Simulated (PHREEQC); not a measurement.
A solution holds 0.0015 mol CO2, 0.014 mol Na2SeO4, 0.0081 mol NaHSO4, 0.091 mol FeCl3 and 0.0016 mol HNO3 per kg of water, at 25 °C. Closed to the air; pH follows from the charge balance.

The numbers come from PHREEQC with the ion-association model, wateq4f.dat.

No solid was allowed to form.

Estimate the pH, ionic strength.

pH 1.84; ionic strength 0.395 mol/kgw.

In which forms is S present?

FeSO4+ 77 %, SO4-2 9.8 %, FeHSO4+2 7.4 %, HSO4- 4.6 %, Fe(SO4)2- 0.6 % of the S.

Examples of supersaturated solids here: Hematite (slow to form), Goethite (slow to form). Others may be too.
